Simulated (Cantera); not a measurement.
A freely propagating, adiabatic, planar premixed flame of H2 : O2 : N2 = 1 : 0.263 : 1.21 (molar parts), unburnt at 675 K and 1.00 bar; mixture-averaged transport, grid criteria slope 0.08 and curve 0.16, no radiation.

Computed with Cantera and the H2/O2 subset of GRI-Mech 3.0, which has no nitrogen chemistry. Burning velocities carry a grid error of a few per cent, more on coarse grids.

Q: What does this change do: inlet temperature 675 to 625 K?

A: 
```
quantity                    before     after
------------------------  --------  --------
laminar burning velocity  972 cm/s  843 cm/s
thermal thickness         0.490 mm  0.474 mm
peak x(H2O2)               4.30e-6   6.83e-6
peak x(HO2)               0.000188  0.000217
peak x(O)                  0.00445   0.00415
peak x(H)                   0.0884    0.0842
```

Q: What does this change do: O2 0.263 to 0.2 parts?

A: 
```csv
quantity,before,after
laminar burning velocity,972 cm/s,757 cm/s
thermal thickness,0.490 mm,0.534 mm
peak x(H2O2),4.30e-6,3.38e-6
peak x(HO2),0.000188,0.000150
peak x(O),0.00445,0.00189
peak x(H),0.0884,0.0637
```
